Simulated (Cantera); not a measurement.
A closed system holds: 1 mol Al, 5.9 mol HCl, equilibrated at 750 Torr.

These are equilibrium values from Cantera (NASA tables, ideal gas, pure condensed phases), not measurements of a reactor. Candidate condensed phases: Al, AlCl3; 12 gas species. Rates play no part. All values below are at 798 K.

Base state: HCl 0.559, H2 0.289, AlCl3 0.109, Al2Cl6 0.0418 (mole fractions); condensed: gas only.

Task: What changes in the equilibrium state with this change: pressure from 750 Torr to 0.0750 Torr?

Result: 
```json
[
 {"species": "HCl", "before": "0.559", "after": "0.537"},
 {"species": "H2", "before": "0.289", "after": "0.278"},
 {"species": "AlCl3", "before": "0.109", "after": "0.185"},
 {"species": "Al2Cl6", "before": "0.0418", "after": "1.20e-5"}
]
```
